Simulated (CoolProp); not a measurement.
Vapour pressure (bar) of toluene: the reference equation beside estimates from Tc = 318.6 °C, pc = 41.26 bar, ω = 0.266. Clausius-Clapeyron is anchored at 190.45 °C with a constant enthalpy of vaporisation of 27.61 kJ/mol.

Computed with CoolProp (reference Helmholtz-energy equation of state, Lemmon 2006). It is a short technical equation, of lower accuracy than the large ones.

| T (°C) | reference | Lee-Kesler | Clausius-Clapeyron | van der Waals | Redlich-Kwong | Soave-Redlich-Kwong | Peng-Robinson |
|---|---|---|---|---|---|---|---|
| 170.85 | 4.310 | 4.342 | 4.598 | 11.68 | 6.314 | 4.345 | 4.303 |
| 177.35 | 4.910 | 4.951 | 5.122 | 12.53 | 7.055 | 4.958 | 4.906 |
| 183.85 | 5.571 | 5.622 | 5.688 | 13.41 | 7.854 | 5.634 | 5.570 |
| 190.45 | 6.308 | 6.370 | 6.308 | 14.35 | 8.729 | 6.390 | 6.313 |
| 196.95 | 7.103 | 7.176 | 6.965 | 15.31 | 9.654 | 7.206 | 7.115 |
| 203.45 | 7.971 | 8.054 | 7.669 | 16.32 | 10.64 | 8.097 | 7.992 |
| 209.95 | 8.917 | 9.010 | 8.423 | 17.36 | 11.70 | 9.068 | 8.949 |
| 216.55 | 9.960 | 10.06 | 9.241 | 18.47 | 12.85 | 10.14 | 10.00 |
| 223.05 | 11.07 | 11.19 | 10.10 | 19.59 | 14.05 | 11.28 | 11.13 |
| 229.55 | 12.28 | 12.40 | 11.01 | 20.76 | 15.32 | 12.52 | 12.36 |
| 236.05 | 13.58 | 13.71 | 11.98 | 21.98 | 16.68 | 13.86 | 13.68 |
| 242.65 | 15.00 | 15.14 | 13.02 | 23.25 | 18.13 | 15.32 | 15.12 |

Absolute difference from the reference over all 12 rows, mean and median: Lee-Kesler 1.0 and 1.0 %, Clausius-Clapeyron 6.3 and 6.1 %, van der Waals 104.8 and 99.7 %, Redlich-Kwong 32.9 and 32.3 %, Soave-Redlich-Kwong 1.6 and 1.6 %, Peng-Robinson 0.4 and 0.3 %.
